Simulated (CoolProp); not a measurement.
A single-stage vapour-compression cycle with R227EA: evaporating at 280.15 K (dew point), condensing at 316.15 K (bubble point), superheat 5 K, subcooling 0 K, compressor efficiency 0.85, no pressure losses. Each further row changes one setting.

Computed with CoolProp (reference Helmholtz-energy equation of state, Lemmon 2016).

```csv
case,cooling COP,pressure ratio,discharge temperature (K),refrigerating effect (kJ/kg),volumetric capacity (kJ/m³)
as stated,?,3.03,316.1,82.6,1630
evaporating temperature 285.15 K,6.21,2.55,316.1,85.9,2000
condensing temperature 311.15 K,6.18,2.64,311.2,88.8,1750
subcooling 5 K,5.45,3.03,316.1,88.8,1750
superheat 15 K,5.28,3.03,?,90.9,1710
compressor efficiency 0.75,?,3.03,?,82.6,1630
```

Task: What belongs in the gaps?

Result: 
- as stated, cooling COP: 5.07
- superheat 15 K, discharge temperature (K): 324.0
- compressor efficiency 0.75, cooling COP: 4.47
- compressor efficiency 0.75, discharge temperature (K): 316.7

The compression ends wet for: as stated; evaporating temperature 285.15 K; condensing temperature 311.15 K; subcooling 5 K.
